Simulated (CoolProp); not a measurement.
A single-stage vapour-compression cycle with cis-2-butene: evaporating at 295.15 K (dew point), condensing at 359.15 K (bubble point), superheat 2 K, subcooling 5 K, compressor efficiency 0.8, no pressure losses. Each further row changes one setting.

Values from CoolProp's reference Helmholtz-energy equation of state, Lemmon 2005. It is a short technical equation, of lower accuracy than the large ones.

```json
[
 {"case": "as stated", "cooling COP": "2.83", "pressure ratio": "5.48", "discharge temperature (K)": "369.6", "refrigerating effect (kJ/kg)": "258", "volumetric capacity (kJ/m³)": "1210"},
 {"case": "evaporating temperature 300.15 K", "cooling COP": "3.19", "pressure ratio": "4.66", "discharge temperature (K)": "368.3", "refrigerating effect (kJ/kg)": "264", "volumetric capacity (kJ/m³)": "1440"},
 {"case": "condensing temperature 354.15 K", "cooling COP": "3.17", "pressure ratio": "4.91", "discharge temperature (K)": "364.5", "refrigerating effect (kJ/kg)": "270", "volumetric capacity (kJ/m³)": "1270"},
 {"case": "subcooling 10 K", "cooling COP": "2.97", "pressure ratio": "5.48", "discharge temperature (K)": "369.6", "refrigerating effect (kJ/kg)": "270", "volumetric capacity (kJ/m³)": "1270"},
 {"case": "superheat 12 K", "cooling COP": "2.87", "pressure ratio": "5.48", "discharge temperature (K)": "379.3", "refrigerating effect (kJ/kg)": "273", "volumetric capacity (kJ/m³)": "1230"},
 {"case": "compressor efficiency 0.7", "cooling COP": "2.47", "pressure ratio": "5.48", "discharge temperature (K)": "376.0", "refrigerating effect (kJ/kg)": "258", "volumetric capacity (kJ/m³)": "1210"}
]
```
